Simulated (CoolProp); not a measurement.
A simple Rankine cycle with benzene: condensing at 292.15 K, boiler at 1.49 MPa, turbine inlet 490.6 K, turbine efficiency 0.8, pump efficiency 0.8, no recuperator. Each further row changes one setting.

Computed with CoolProp (reference Helmholtz-energy equation of state, Thol 2012).

```tsv
case	thermal efficiency (%)	net work (kJ/kg)	heat in (kJ/kg)	turbine exit temperature (K)	volume ratio over the turbine
as stated	24.0	163	682	361.2	142
turbine inlet 510.6 K	24.1	174	721	383.2	140
condensing temperature 284.15 K	25.1	174	695	352.6	207
boiler pressure 1.04 MPa	22.8	158	694	374.5	94.9
turbine efficiency 0.7	20.9	143	682	376.7	148
```
